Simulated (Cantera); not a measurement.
**Low-pressure radical oxidation in H2/O2**

An isothermal, constant-pressure homogeneous reactor starts with 19.4 % H2, 52.4 % O2, 28.3 % N2, equivalence ratio 0.18, at 1000 K and 430 Pa.

Detailed kinetics in Cantera: GRI-Mech 3.0 (53 species, 325 reactions). Radical loss at walls, strong at low pressure, is not modelled. The temperature is held fixed by assumption; the heat of reaction is taken as removed at once.

```tsv
t (s)	x H2	x O2	x NO2	x NO	x H	x OH	x O
1.00e-6	0.194	0.524	<1e-12	<1e-12	<1e-12	<1e-12	<1e-12
4.84e-6	0.194	0.524	<1e-12	<1e-12	1.53e-12	<1e-12	<1e-12
2.34e-5	0.194	0.524	<1e-12	<1e-12	7.32e-12	<1e-12	<1e-12
0.000113	0.194	0.524	<1e-12	<1e-12	3.45e-11	1.81e-12	2.40e-12
0.000547	0.194	0.524	<1e-12	<1e-12	1.88e-10	2.14e-11	4.51e-11
0.00265	0.194	0.524	<1e-12	<1e-12	5.52e-9	8.00e-10	2.06e-9
0.0128	0.182	0.518	<1e-12	2.31e-11	0.00598	0.000809	0.00217
0.0619	0.00669	0.450	2.56e-12	5.38e-7	0.0447	0.00316	0.0256
0.299	0.000672	0.471	5.05e-11	7.92e-7	0.00114	0.000959	0.00225
1.45	1.52e-5	0.472	1.14e-9	7.94e-7	3.85e-6	0.000142	5.15e-5
7.00	9.42e-7	0.472	2.02e-9	7.93e-7	6.72e-8	3.70e-5	3.46e-6
```
x: mole fraction; the columns are a selection and need not sum to one.

Equilibrium at this temperature and pressure: H2 4.19e-10, O2 0.472, NO2 1.57e-7, NO 2.97e-5, H <1e-12, OH 8.08e-7, O 1.66e-9 (gas phase only).
